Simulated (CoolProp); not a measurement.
The fluid at 293.15 K and 1.29 MPa flows at 1.7 m/s in a round tube of 10 mm bore and 0.25 µm roughness, fully developed (64/Re and Nu = 3.66 if laminar; Colebrook and Gnielinski if turbulent). The same conditions are run with several fluids, on thermodynamics alone (safety and materials aside).

The numbers come from the reference Helmholtz-energy equation of state of each fluid (C3F8 (R218): Lemmon 2006; R124: de Vries 1995; n-butane: Bücker 2006; R227EA: Lemmon 2016; o-xylene: Zhou 2012) in CoolProp.

| fluid | Reynolds number | Darcy friction factor | pressure drop (Pa/m) | heat-transfer coefficient (W/(m² K)) | mass flow (kg/h) |
|---|---|---|---|---|---|
| C3F8 (R218) | 125000 | 0.0173 | 3410 | 2810 | 654 |
| R124 | 87000 | 0.0186 | 3710 | 3050 | 662 |
| n-butane | 58500 | 0.0203 | 1700 | 3100 | 279 |
| R227EA | 91900 | 0.0184 | 3770 | 2950 | 680 |
| o-xylene | 18300 | 0.0265 | 3380 | 2130 | 423 |

Transport values come from each fluid's own correlations; those of C3F8 (R218), R124, R227EA are estimates that may be off by 10 % or more.
